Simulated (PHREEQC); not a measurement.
Consider water at 80 °C with 4.1 mmol/kgw CdCl2 and 2.7 mmol/kgw KCl. Closed to the air; pH follows from the charge balance.

Equilibrium calculation in PHREEQC: ion-association model, phreeqc.dat.

### Question
The ionic strength comes out as 0.0117 mol/kgw. What activity coefficients do Cl-, H+, Cd+2, CdCl+, K+ get?

### Answer
Cl- 0.88, H+ 0.90, Cd+2 0.61, CdCl+ 0.88, K+ 0.88.

No solid was allowed to form. Away from 25 °C the constants follow the database's enthalpies or fits; those with neither stay at their 25 °C values.
